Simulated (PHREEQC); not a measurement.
Make-up at 20 °C and 100 atm: 0.11 mol HCl, 0.022 mol CaCl2 and 0.29 mol MnSO4 per kg of water. Closed to the air; pH follows from the charge balance.

The numbers come from PHREEQC with the ion-association model, phreeqc.dat.

Q: The ionic strength comes out as 0.723 mol/kgw. What activity coefficients do HSO4-, CaHSO4+, MnCl+, Mn+2, Ca+2 get?

A: HSO4- 0.76, CaHSO4+ 0.76, MnCl+ 0.66, Mn+2 0.23, Ca+2 0.25.

This is a speciation only: nothing precipitates in the calculation. The solution is supersaturated, for example in Gypsum, so a real one may precipitate; this is no full list. Ionic strength above about 0.7 mol/kgw puts this run outside the model's range. Under pressure, the constants of complexes without a molar volume in the database are unreliable.
